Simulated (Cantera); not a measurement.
**Silicon carbide growth: CH3SiH3 + H2 + N2**

Charge: 1 mol CH3SiH3, 45 mol H2, 0.0053 mol N2, equilibrated at 0.133 bar.

Equilibrium computed with Cantera from the NASA thermochemical tables; the gas is ideal and each condensed phase is pure. Candidate condensed phases: C, C6H6, C7H8, C8H18, Si, SiC, Si3N4; 105 gas species. The feed counts by its element totals alone. N2 is the only nitrogen source here; it is nearly inert below about 1500 K, so the nitride shown seldom forms there in practice. Mutual solubility and eutectic melting of coexisting phases are not modelled. Equilibrium is a limit: real reactors are often held back by kinetics, nucleation or transport.

From 902 °C to 1152 °C the condensed part is SiC(s) + Si3N4(s). From 1202 °C to 1352 °C the condensed part is SiC(s).

```csv
T (°C),x H2,x H,x CH4,x N2,x SiH2,x Si,x HCN,n SiC(s),n Si3N4(s)
902,1.000,3.36e-7,0.000134,2.12e-5,1.95e-10,<1e-12,1.35e-8,0.994,0.00214
952,1.000,8.53e-7,8.33e-5,5.48e-5,8.01e-10,1.07e-12,3.44e-8,0.996,0.00133
1002,1.000,2.02e-6,3.99e-5,8.37e-5,3.96e-9,1.16e-11,4.81e-8,0.998,0.000639
1052,1.000,4.48e-6,1.74e-5,9.87e-5,2.02e-8,1.23e-10,5.03e-8,0.999,0.000278
1102,1.000,9.38e-6,7.58e-6,0.000105,9.68e-8,1.15e-9,4.73e-8,1.000,0.000120
1152,1.000,1.87e-5,3.44e-6,0.000108,4.24e-7,9.45e-9,4.31e-8,1.000,4.69e-5
1202,1.000,3.55e-5,2.56e-6,0.000110,1.08e-6,4.31e-8,6.12e-8,1.000,0
1252,1.000,6.48e-5,2.44e-6,0.000110,2.06e-6,1.42e-7,1.06e-7,1.000,0
1302,1.000,0.000114,3.19e-6,0.000110,2.74e-6,3.15e-7,2.42e-7,1.000,0
1352,1.000,0.000193,4.18e-6,0.000110,3.54e-6,6.55e-7,5.34e-7,1.000,0
```
x: gas mole fraction; n: condensed amount in mol.
